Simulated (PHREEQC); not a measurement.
# Nickel, zinc or cadmium bath: an equilibrium model

Solution (73 °C): 0.25 mol NiSO4, 0.15 mol NiCl2 and 0.035 mol KNO3 per kg of water. Closed to the air; pH follows from the charge balance.

All values are PHREEQC results (ion-association model, wateq4f.dat), not measurements.

Precipitation was switched off in this run.

### Question
Estimate the pH, activity of water, ionic strength.

### Answer
pH 5.30; activity of water 0.986; ionic strength 0.732 mol/kgw.

### Question
In which forms is Cl present?

### Answer
Cl- 84 %, NiCl+ 9.6 %, NiCl2 6.4 % of the Cl.

Ionic strength above about 0.7 mol/kgw puts this run outside the model's range. Complexes and solids missing from the database can't appear. At this temperature some constants are extrapolated from 25 °C, and those without enthalpy data are left unchanged.
